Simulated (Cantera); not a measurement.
## Thermodynamics of boron, boron nitride and boron oxide, feed borazine + NH3 + H2

Charge: 1 mol borazine, 0.18 mol NH3, 0.3 mol H2, equilibrated at 0.000250 bar.

Cantera equilibrium calculation (NASA polynomials, part measured and part estimated; ideal gas, pure solids and liquids). Candidate condensed phases: B, BN; 15 gas species. The feed counts by its element totals alone. Mutual solubility and eutectic melting of coexisting phases are not modelled. The tables' values for BH2 are old estimates; treat these amounts as uncertain. Kinetics and transport are ignored.

From 1098 K to 1798 K the condensed part is BN(s). At 1898 K the condensed part is B(s) + BN(s). From 1998 K to 2298 K the condensed part is B(s). At 2398 K the condensed part is B(l).

```tsv
T (K)	x H2	x H	x N2	x B	x BH2	x BH	n BN(s)	n B(s)	n B(l)
1098	0.975	1.54e-6	0.0246	<1e-12	<1e-12	<1e-12	3.00	0	0
1198	0.975	1.19e-5	0.0246	<1e-12	3.60e-11	<1e-12	3.00	0	0
1298	0.975	6.69e-5	0.0246	<1e-12	1.13e-9	<1e-12	3.00	0	0
1398	0.975	0.000296	0.0246	2.05e-12	2.14e-8	1.72e-12	3.00	0	0
1498	0.974	0.00107	0.0246	2.11e-10	2.74e-7	8.82e-11	3.00	0	0
1598	0.972	0.00332	0.0246	1.22e-8	2.53e-6	2.75e-9	3.00	0	0
1698	0.967	0.00899	0.0245	4.33e-7	1.78e-5	5.69e-8	3.00	0	0
1798	0.954	0.0217	0.0244	1.03e-5	0.000100	8.34e-7	3.00	0	0
1898	0.859	0.0458	0.0946	8.90e-5	0.000217	4.43e-6	2.41	0.584	0
1998	0.623	0.0801	0.296	0.000516	0.000288	1.49e-5	0	3.00	0
2098	0.566	0.146	0.285	0.00252	0.000452	4.87e-5	0	2.98	0
2198	0.478	0.243	0.267	0.0106	0.000627	0.000137	0	2.93	0
2298	0.357	0.362	0.240	0.0396	0.000736	0.000330	0	2.73	0
2398	0.214	0.461	0.198	0.125	0.000633	0.000617	0	0	1.99
```
x: gas mole fraction; n: condensed amount in mol.
